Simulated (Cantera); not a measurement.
Equilibrium for carbon deposition, reforming and gasification: C6H6 + NH3

Input: 1 mol C6H6, 0.015 mol NH3, at 2275 K and 57000 Pa.

Equilibrium computed with Cantera from the NASA thermochemical tables; the gas is ideal and each condensed phase is pure. Candidate condensed phases: C, C6H6, C7H8, C8H18; 92 gas species. Equilibrium is a limit: real reactors are often held back by kinetics, nucleation or transport.

```yaml
x(H2): 0.982
x(H): 0.0111
x(C2H2 (acetylene)): 0.00374
x(N2): 0.00163
x(HCN): 0.00153
x(HNC): 0.000134
x(CH4): 0.000124
x(CH3): 2.65e-5
x(C4H2): 5.82e-6
n(C(graphite)): 5.97 mol
gas_amount: 3.047 mol
```
